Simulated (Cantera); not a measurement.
A closed system holds: 1 mol SiH₄, 0.12 mol C₂H₂, 360 mol H₂, 0.023 mol HCl, at 2498.15 K and 6.70 mbar.

Method: chemical equilibrium by Gibbs-energy minimisation in Cantera with the NASA 1993 tables (ideal gas, pure condensed phases). Candidate condensed phases: C, C₆H₆, C₇H₈, C₈H₁₈, Si, SiC; 109 gas species. The numbers say what is thermodynamically allowed, not how fast it happens.

Base state: H₂ 0.736, H 0.261, Si 0.00233, C₂H₂ (acetylene) 0.000257, HCl 4.40e-5, SiH 4.33e-5, SiC₂ 1.95e-5, Cl 1.10e-5 (mole fractions); condensed: gas only.

What changes in the equilibrium state with this change: SiH₄ replaced by SiHCl₃?


| species | before | after |
|---|---|---|
| H₂ | 0.736 | 0.730 |
| H | 0.261 | 0.260 |
| HCl | 4.40e-5 | 0.00577 |
| Cl | 1.10e-5 | 0.00146 |
| Si | 0.00233 | 0.00232 |
| SiH | 4.33e-5 | 4.30e-5 |
| SiC₂ | 1.95e-5 | 1.96e-5 |
| C₂H₂ (acetylene) | 0.000257 | 0.000256 |

What changes in the equilibrium state with this change: temperature from 2498.15 K to 1898.15 K?


```
species             before    after
----------------  --------  -------
H₂                   0.736    0.988
H                    0.261  0.00950
Si                 0.00233  0.00183
C₂H₂ (acetylene)  0.000257  5.11e-7
SiC₂               1.95e-5  6.28e-8
Si₂                2.06e-7  1.45e-5
SiC(s), mol              0    0.228
```
Gases not in the tables: Si₂H₆ and higher silanes.
